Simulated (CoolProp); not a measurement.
Properties of sulfur hexafluoride along the isobar 101 kPa.

Model: reference Helmholtz-energy equation of state, Guder 2009, in CoolProp.

| T (°C) | phase | cp (kJ/(kg K)) | cv (kJ/(kg K)) | isothermal compressibility (1/MPa) | expansivity (1/kK) | viscosity (µPa s) | conductivity (mW/(m K)) |
|---|---|---|---|---|---|---|---|
| 44.85 | gas | 0.6990 | 0.6396 | 9.993 | 3.241 | 16.1 | 14.5 |
| 52.75 | gas | 0.7103 | 0.6511 | 9.985 | 3.156 | 16.5 | 15.1 |
| 60.65 | gas | 0.7212 | 0.6621 | 9.979 | 3.075 | 16.8 | 15.7 |
| 68.55 | gas | 0.7317 | 0.6728 | 9.973 | 2.998 | 17.2 | 16.3 |
| 76.45 | gas | 0.7419 | 0.6831 | 9.967 | 2.926 | 17.5 | 16.9 |
| 84.35 | gas | 0.7517 | 0.6931 | 9.962 | 2.857 | 17.9 | 17.5 |
| 92.25 | gas | 0.7612 | 0.7027 | 9.958 | 2.792 | 18.2 | 18.0 |
| 100.15 | gas | 0.7704 | 0.7119 | 9.954 | 2.729 | 18.6 | 18.6 |
| 108.05 | gas | 0.7792 | 0.7208 | 9.950 | 2.669 | 18.9 | 19.2 |
| 115.95 | gas | 0.7877 | 0.7295 | 9.946 | 2.613 | 19.2 | 19.8 |
| 123.85 | gas | 0.7960 | 0.7377 | 9.943 | 2.558 | 19.6 | 20.4 |
| 131.75 | gas | 0.8039 | 0.7457 | 9.940 | 2.506 | 19.9 | 21.0 |
| 139.65 | gas | 0.8115 | 0.7535 | 9.937 | 2.456 | 20.3 | 21.5 |

Viscosity comes from a separate model (Quiñones-Cisneros 2012). Thermal conductivity comes from a separate model (Assael 2012).
